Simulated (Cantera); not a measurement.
A closed system holds: 1 mol SiH₂Cl₂, 0.062 mol HCl, 3.7 mol H₂, equilibrated at 875 °C and 0.100 bar.

Cantera equilibrium calculation (NASA polynomials, part measured and part estimated; ideal gas, pure solids and liquids). The tables' values for SiCl₃ are old estimates; treat these amounts as uncertain. The numbers say what is thermodynamically allowed, not how fast it happens.

```csv
species,before,after
H₂,0.853,0.887
SiCl₄,0.0605,0.0761
SiHCl₃,0.0199,0.0258
HCl,0.0522,0.00950
SiCl₂,0.00700,0.000147
SiCl₃,0.00619,0.000531
SiH₂Cl₂,0.000818,0.000859
"Si(s), mol",0.498,0.460
```
Gas species are given as mole fractions.

Problem. Which change was made?
(A) H₂ from 3.7 to 19 mol
(B) temperature from 875 °C to 652 °C
(C) temperature from 875 °C to 1002 °C
(D) H₂ from 3.7 to 110 mol

Solution. B, temperature from 875 °C to 652 °C
